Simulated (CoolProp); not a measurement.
2000 sccm (0 °C, 1 atm) of nitrogen bubbles through liquid octamethylcyclotetrasiloxane (D4) at 342.3 K and leaves saturated at a total pressure of 0.0222 MPa (ideal gas phase). Each further row changes one setting.

The numbers come from the reference Helmholtz-energy equation of state, Thol 2015 in CoolProp.

```tsv
case	vapour pressure (kPa)	mole fraction of vapour	delivery (mg/min)	delivery (sccm)	change of delivery for a bath 1 K warmer (%)
as stated	2.10	0.0946	2760	209	5.9
bath temperature 347.3 K	2.71	0.122	3680	278	5.8
total pressure 0.0444 MPa	2.10	0.0473	1310	99.3	5.6
```
